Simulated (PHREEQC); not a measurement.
Consider water at 25 °C with 0.55 mmol/kgw HF, 23 mmol/kgw (NH4)2SiF6, 1.3 mmol/kgw HBF4 and 0.039 mmol/kgw HCl. Closed to the air; pH follows from the charge balance.

Equilibrium calculation in PHREEQC: ion-association model, phreeqc.dat.

Precipitation was switched off in this run.

Q: Order these F species by the share of F that they hold, largest first: BF3OH-, HF, F-, SiF6-2, BF4-.

A: SiF6-2 (95 %), BF4- (2.1 %), HF (1.9 %), F- (1.1 %), BF3OH- (0.21 %)

Q: Order these B species by the share of B that they hold, largest first: BF3OH-, H3BO3, BF4-, BF2(OH)2-.

A: BF4- (58 %), H3BO3 (30 %), BF3OH- (7.7 %), BF2(OH)2- (3.7 %)

The pH is 2.81 and the ionic strength 0.0705 mol/kgw. Saturation is exceeded, for instance for Quartz (slow to form), Chalcedony (slow to form); the values hold only as long as no solid forms. SiF6-2 is the database's only silicon fluoride. Real BF4- forms and hydrolyses slowly; the run takes it at equilibrium.
